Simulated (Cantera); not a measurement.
## Premixed flame

A freely propagating, adiabatic, planar premixed flame of 1.20 % CH4, 0.517 % C2H6, 1.80 % C3H8, 16.7 % O2, 63.0 % N2, 16.8 % H2O, equivalence ratio 0.79, unburnt at 550 K and 2480 Torr; mixture-averaged transport, grid criteria slope 0.08 and curve 0.16, no radiation.

Model: GRI-Mech 3.0 (53 species, 325 reactions), integrated in Cantera. GRI-Mech 3.0 was tuned for natural gas; its chemistry of propane as a main component is partial and can be far from experiment. Burning velocities carry a grid error of a few per cent, more on coarse grids.

| z (mm) | T (K) | u (m/s) | x CH4 | x C2H6 | x C3H8 | x CH2O | x C2H2 | x H2O |
|---|---|---|---|---|---|---|---|---|
| -0.700 | 551 | 0.350 | 0.0120 | 0.00516 | 0.0180 | 5.48e-7 | 5.68e-8 | 0.168 |
| -0.467 | 556 | 0.354 | 0.0119 | 0.00515 | 0.0180 | 7.26e-6 | 7.25e-7 | 0.169 |
| -0.350 | 573 | 0.365 | 0.0117 | 0.00512 | 0.0179 | 3.29e-5 | 3.22e-6 | 0.171 |
| -0.233 | 654 | 0.419 | 0.0109 | 0.00490 | 0.0174 | 0.000207 | 1.99e-5 | 0.179 |
| -0.117 | 974 | 0.632 | 0.00803 | 0.00349 | 0.0126 | 0.00109 | 0.000120 | 0.207 |
| -0.0583 | 1281 | 0.842 | 0.00512 | 0.00164 | 0.00478 | 0.00131 | 0.000256 | 0.232 |
| 0 | 1593 | 1.05 | 0.00143 | 8.59e-5 | 0.000102 | 0.000324 | 0.000341 | 0.255 |
| 0.0583 | 1743 | 1.15 | 8.13e-5 | 1.03e-7 | 2.28e-8 | 1.98e-5 | 3.93e-5 | 0.264 |
| 0.117 | 1811 | 1.18 | 2.61e-6 | <1e-8 | <1e-8 | 7.05e-7 | 1.31e-6 | 0.266 |
| 0.233 | 1874 | 1.22 | <1e-8 | <1e-8 | <1e-8 | <1e-8 | <1e-8 | 0.270 |
| 0.467 | 1913 | 1.24 | <1e-8 | <1e-8 | <1e-8 | <1e-8 | <1e-8 | 0.273 |
| 0.933 | 1929 | 1.25 | <1e-8 | <1e-8 | <1e-8 | <1e-8 | <1e-8 | 0.274 |
| 1.87 | 1933 | 1.25 | <1e-8 | <1e-8 | <1e-8 | <1e-8 | <1e-8 | 0.275 |
x: mole fraction of selected species; z is measured from the peak of heat release.

```json
{
 "laminar_burning_velocity": "34.9 cm/s",
 "thermal_thickness": "0.233 mm",
 "peak x(CH2O)": "0.00138",
 "peak x(C2H2)": "0.000372",
 "grid_points": "137"
}
```
